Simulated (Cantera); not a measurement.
An isothermal plug-flow reactor at 848 K and 1.00 bar (inlet), inlet velocity 0.42 m/s, active area per volume 1500 1/m; feed CO : O2 : N2 : H2O = 0.0055 : 0.11 : 0.79 : 0.014 (molar parts).

Detailed kinetics in Cantera: Deutschmann's 1995 Pt surface mechanism with GRI-Mech 3.0 gas chemistry. Catalytic surfaces can have several steady states; this one follows from the mechanism file's or the stated starting coverage. Mass transfer to the wall is taken as infinitely fast.

One state of this run: x CO = 6.60e-8; x O2 = 0.117; x H2O = 0.0153; x CO2 = 0.00600; θ free Pt = 0.0593; θ O* = 0.938; θ OH* = 0.00244; θ CO* = 1.24e-8. x: gas mole fraction; θ: surface coverage.

### Question
Which value of z (m) does it belong to?
(A) 0.00019
(B) 9.7e-05
(C) 0.00036
(D) 0.0026

### Answer
D, 0.0026
